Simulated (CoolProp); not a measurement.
n-perfluoropentane along the isotherm 21.45 °C: fugacity coefficient from the reference equation and from simpler models built on Tc = 147.9 °C, pc = 2.063 MPa, ω = 0.436; each cubic takes its own stable root.

Computed with CoolProp (reference Helmholtz-energy equation of state, Gao 2022).

```tsv
p (MPa)	phase	reference	Redlich-Kwong	Peng-Robinson
0.0688	gas	0.9607	0.9694	0.9617
0.138	liquid	0.5244	0.9387	…
0.206	liquid	0.3531	0.8052	0.3544
0.275	liquid	0.2658	0.6067	0.2667
0.344	liquid	0.2136	0.4878	0.2143
0.413	liquid	0.1788	0.4086	0.1793
0.481	liquid	…	0.3529	0.1547
0.55	liquid	0.1356	…	0.1359
0.619	liquid	0.1211	0.2774	0.1214
0.688	liquid	0.1095	0.2510	0.1097
0.756	liquid	0.1001	0.2297	0.1003
0.825	liquid	0.09221	0.2117	0.09235
0.894	liquid	0.08552	0.1965	0.08563
0.963	liquid	…	0.1835	0.07987
1.03	liquid	0.07497	0.1725	0.07502
```

Complete the blanks.


- 0.138, Peng-Robinson: 0.5266
- 0.481, reference: 0.1543
- 0.55, Redlich-Kwong: 0.3104
- 0.963, reference: 0.07979

At some of these states Redlich-Kwong gives the other phase, because its saturation line lies elsewhere.
